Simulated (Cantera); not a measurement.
**Pyrogenic steam for wet oxidation**

An isothermal, constant-pressure homogeneous reactor starts with H2 : O2 : N2 = 1.1 : 1 : 0.78 (molar parts), at 1175 K and 0.380 bar.

Detailed kinetics in Cantera: GRI-Mech 3.0 (53 species, 325 reactions). The temperature is held fixed by assumption; the heat of reaction is taken as removed at once.

| t (s) | x H2 | x O2 | x H2O2 | x OH | x NO |
|---|---|---|---|---|---|
| 3.00e-6 | 0.382 | 0.347 | 6.95e-12 | 6.65e-10 | <1e-12 |
| 1.58e-5 | 0.382 | 0.347 | 2.61e-10 | 3.92e-8 | <1e-12 |
| 8.35e-5 | 0.0571 | 0.209 | 1.82e-5 | 0.0110 | 1.90e-6 |
| 0.000440 | 0.00123 | 0.193 | 5.54e-6 | 0.000525 | 2.82e-6 |
| 0.00232 | 6.32e-5 | 0.193 | 7.34e-7 | 0.000135 | 2.73e-6 |
| 0.0122 | 1.12e-6 | 0.193 | 1.11e-7 | 4.44e-5 | 2.80e-6 |
| 0.0646 | 8.57e-8 | 0.193 | 1.97e-8 | 1.73e-5 | 2.86e-6 |
| 0.341 | 1.88e-8 | 0.193 | 4.37e-9 | 7.83e-6 | 2.86e-6 |
| 1.80 | 1.31e-8 | 0.193 | 2.45e-9 | 5.77e-6 | 2.85e-6 |
| 9.48 | 1.31e-8 | 0.193 | 2.44e-9 | 5.75e-6 | 2.85e-6 |
| 50.0 | 1.31e-8 | 0.193 | 2.44e-9 | 5.75e-6 | 2.85e-6 |
x: mole fraction; the columns are a selection and need not sum to one.

Equilibrium at this temperature and pressure: H2 1.31e-8, O2 0.193, H2O2 2.44e-9, OH 5.75e-6, NO 0.000101 (gas phase only).
